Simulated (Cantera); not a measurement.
A closed system holds: 1 mol MgO, 0.15 mol H2S, 0.1 mol O2, held at 1125 K and 39000 Pa.

Equilibrium computed with Cantera from the NASA thermochemical tables; the gas is ideal and each condensed phase is pure. Candidate condensed phases: H2O, H2SO4, Mg, MgO, Mg(OH)2, MgS, MgSO4, S; 26 gas species. Gases not in the tables: S3 to S7. The numbers say what is thermodynamically allowed, not how fast it happens.

Base state: H2O 0.543, S2 0.192, SO2 0.157, H2S 0.0947, H2 0.00849, S2O 0.00503, SO 0.000111, SH 8.96e-5 (mole fractions); condensed: MgO(s).

What changes in the equilibrium state with this change: 0.23 mol CH4 added?


```tsv
species	before	after
H2	0.00849	0.586
CO	0	0.267
H2S	0.0947	0.131
H2O	0.543	0.00855
SO2	0.157	<1e-9
S2	0.192	7.68e-5
S2O	0.00503	<1e-9
CO2	0	0.00355
COS	0	0.00189
MgO(s), mol	1.00	0.962
MgS(s), mol	0	0.0384
```
Mutual solubility and eutectic melting of coexisting phases are not modelled. Further candidate phases: C, C6H6, C7H8, C8H18, MgCO3.

What changes in the equilibrium state with this change: 0.49 mol CH4 added?


| species | before | after |
|---|---|---|
| H2 | 0.00849 | 0.743 |
| CO | 0 | 0.191 |
| H2S | 0.0947 | 0.0545 |
| H2O | 0.543 | 0.00356 |
| S2 | 0.192 | 8.29e-6 |
| SO2 | 0.157 | <1e-9 |
| CH4 | 0 | 0.00621 |
| S2O | 0.00503 | <1e-9 |
| CO2 | 0 | 0.000834 |
| MgO(s), mol | 1.00 | 0.926 |
| C(graphite), mol | 0 | 0.214 |
| MgS(s), mol | 0 | 0.0735 |
Mutual solubility and eutectic melting of coexisting phases are not modelled. Further candidate phases: C, C6H6, C7H8, C8H18, MgCO3.
